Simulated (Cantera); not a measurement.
Charge: 1 mol SiH₄, 4 mol HCl, 2.4 mol H₂, held at 10.0 mbar.

Equilibrium computed with Cantera from the NASA thermochemical tables; the gas is ideal and each condensed phase is pure. Candidate condensed phases: Si; 19 gas species. Kinetics and transport are ignored.

Question: Which condensed phases are stable at each of these points (T (K)): 900, 975, 1050, 1125, 1200, 1275, 1350, 1425, 1500, 1575?

Answer: 
```json
[
 {"T (K)": "900", "condensed phases": "gas only", "Si condensed (%)": "0.0"},
 {"T (K)": "975", "condensed phases": "Si(s)", "Si condensed (%)": "0.8"},
 {"T (K)": "1050", "condensed phases": "Si(s)", "Si condensed (%)": "3.1"},
 {"T (K)": "1125", "condensed phases": "Si(s)", "Si condensed (%)": "4.0"},
 {"T (K)": "1200", "condensed phases": "Si(s)", "Si condensed (%)": "0.8"},
 {"T (K)": "1275", "condensed phases": "gas only", "Si condensed (%)": "0.0"},
 {"T (K)": "1350", "condensed phases": "gas only", "Si condensed (%)": "0.0"},
 {"T (K)": "1425", "condensed phases": "gas only", "Si condensed (%)": "0.0"},
 {"T (K)": "1500", "condensed phases": "gas only", "Si condensed (%)": "0.0"},
 {"T (K)": "1575", "condensed phases": "gas only", "Si condensed (%)": "0.0"}
]
```

At 900 K nothing is condensed. From 975 K to 1200 K the condensed part is Si(s). From 1275 K to 1575 K nothing is condensed.
